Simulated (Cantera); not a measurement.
A Cantera script and what it prints.

```python
import numpy as np
import cantera as ct

gas_names = """
    AL ALCL ALCL2 ALCL3 ALH AL2 AL2CL6 CL CL2 H HCL H2
""".split()
cond_names = """
    AL(cr) AL(L) ALCL3(s) ALCL3(L)
""".split()


# ... load() reads the species with a 1 bar reference pressure and builds the phases ...
atoms = {
    'Al': {'AL': 1},
    'Cl2': {'CL': 2},
    'H2': {'H': 2},
}
top_T = {}  # K; cautious upper limits of use, not melting points


# ... equilibrate(T, P, feed) seeds the gas with the atoms and calls Mixture.equilibrate('TP', solver="vcs", rtol=1e-11, max_steps=5000) ...
results = []
feed = {'Al': 1, 'Cl2': 0.77, 'H2': 0.79}  # mol
P = 57  # Pa
for T in [498, 573, 648, 723, 798, 873, 948]:
    mix = equilibrate(T, P, feed)
    results.append((T, P, feed, dict(zip(mix.species_names, mix.species_moles))))
    x = sorted(zip(gas.X, gas.species_names), reverse=True)
    print(f"T = {T:g} K  P = {P:g} Pa  gas = {mix.phase_moles(0):.4g} mol")
    print("   x: " + "  ".join(f"{s} {v:.3e}" for v, s in x if v > 1e-06))
    print("   condensed (mol): " + ("  ".join(f"{mix.phase(i).name} {mix.phase_moles(i):.4g}"
          for i in range(1, mix.n_phases) if mix.phase_moles(i) > 1e-12) or "none"))
```

Output:

```
T = 498 K  P = 57 Pa  gas = 1.069 mol
   x: H2 7.387e-01  AL2CL6 2.187e-01  ALCL3 4.256e-02
   condensed (mol): AL(cr) 0.4867
T = 573 K  P = 57 Pa  gas = 1.171 mol
   x: H2 6.745e-01  ALCL3 2.128e-01  AL2CL6 1.127e-01  ALCL2 1.946e-06  ALCL 1.794e-06
   condensed (mol): AL(cr) 0.4867
T = 648 K  P = 57 Pa  gas = 1.281 mol
   x: H2 6.166e-01  ALCL3 3.659e-01  AL2CL6 1.739e-02  ALCL 6.636e-05  ALCL2 3.823e-05
   condensed (mol): AL(cr) 0.4866
T = 723 K  P = 57 Pa  gas = 1.302 mol
   x: H2 6.068e-01  ALCL3 3.899e-01  AL2CL6 1.947e-03  ALCL 1.014e-03  ALCL2 3.143e-04  HCL 1.666e-06
   condensed (mol): AL(cr) 0.4857
T = 798 K  P = 57 Pa  gas = 1.312 mol
   x: H2 6.023e-01  ALCL3 3.867e-01  ALCL 9.001e-03  ALCL2 1.658e-03  AL2CL6 2.977e-04  HCL 8.105e-06
   condensed (mol): AL(cr) 0.4781
T = 873 K  P = 57 Pa  gas = 1.354 mol
   x: H2 5.835e-01  ALCL3 3.572e-01  ALCL 5.304e-02  ALCL2 6.216e-03  AL2CL6 5.524e-05  HCL 2.893e-05
   condensed (mol): AL(cr) 0.436
T = 948 K  P = 57 Pa  gas = 1.526 mol
   x: H2 5.177e-01  ALCL3 2.557e-01  ALCL 2.109e-01  ALCL2 1.561e-02  HCL 7.420e-05  AL2CL6 7.942e-06
   condensed (mol): AL(L) 0.2642
```

Cantera equilibrium calculation (NASA polynomials, part measured and part estimated; ideal gas, pure solids and liquids). The tables' values for AlCl2 are old estimates; treat these amounts as uncertain.
